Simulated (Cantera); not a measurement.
A perfectly stirred reactor is fed with 43.5 % CH4, 56.5 % N2, at 0.00850 bar; it is held at 1975 K, and followed from long to short residence time.

Computed with Cantera and GRI-Mech 3.0 (53 species, 325 reactions). GRI-Mech 3.0 stops at C3 and has no aromatics, soot or wall deposition, so with more carbon than oxygen in the feed, carbon stays in small species such as C2H2 where larger ones or solid carbon would form. Radical loss at walls, strong at low pressure, is not modelled.

Problem. Predict: x(CH4) at τ = 2.40 s; x(CH3) at τ = 2.40 s; x(H2) at τ = 2.40 s; x(H) at τ = 2.40 s; x(C2H2) at τ = 2.40 s; x(CH4) at τ = 40.0 ms; x(CH3) at τ = 40.0 ms; x(H2) at τ = 40.0 ms; x(H) at τ = 40.0 ms; x(C2H2) at τ = 40.0 ms.

Solution. 
| Quantity | Result |
|---|---|
| x(CH4) at τ = 2.40 s | 0.00732 |
| x(CH3) at τ = 2.40 s | 0.00113 |
| x(H2) at τ = 2.40 s | 0.443 |
| x(H) at τ = 2.40 s | 0.00350 |
| x(C2H2) at τ = 2.40 s | 0.148 |
| x(CH4) at τ = 40.0 ms | 0.110 |
| x(CH3) at τ = 40.0 ms | 0.00818 |
| x(H2) at τ = 40.0 ms | 0.330 |
| x(H) at τ = 40.0 ms | 0.00134 |
| x(C2H2) at τ = 40.0 ms | 0.106 |
